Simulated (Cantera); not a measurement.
A perfectly stirred reactor is fed with CO : O₂ : H₂O : N₂ = 0.014 : 0.021 : 0.0077 : 1 (molar parts), at 3750 Torr; it is held at 1398 K, and followed from long to short residence time.

Cantera simulation using GRI-Mech 3.0 (53 species, 325 reactions); the numbers are that mechanism's predictions, not measurements.

x: mole fraction; the columns are a selection and need not sum to one.

```tsv
τ (s)	x CO	x O₂	x H₂O	x OH	x NO₂	x CO₂	x O
0.47	[?]	0.0136	0.00742	2.06e-5	5.59e-8	0.0134	3.32e-6
0.19	[?]	0.0136	0.00742	2.67e-5	5.94e-8	0.0133	5.98e-6
0.075	[?]	0.0137	0.00741	3.47e-5	5.14e-8	0.0132	1.11e-5
0.030	[?]	0.0138	0.00740	4.48e-5	3.64e-8	0.0128	2.03e-5
0.012	[?]	0.0141	0.00738	5.78e-5	2.20e-8	0.0123	3.69e-5
0.0048	[?]	0.0146	0.00735	7.38e-5	1.24e-8	0.0113	6.53e-5
0.0019	[?]	0.0153	0.00732	9.25e-5	6.85e-9	0.00969	0.000111
0.00078	[?]	0.0164	0.00727	0.000110	3.88e-9	0.00751	0.000168
```

Task: Some entries are withheld; supply them.

Result: 
- 0.47, x CO: 9.96e-5
- 0.19, x CO: 0.000188
- 0.075, x CO: 0.000361
- 0.030, x CO: 0.000677
- 0.012, x CO: 0.00125
- 0.0048, x CO: 0.00222
- 0.0019, x CO: 0.00380
- 0.00078, x CO: 0.00597
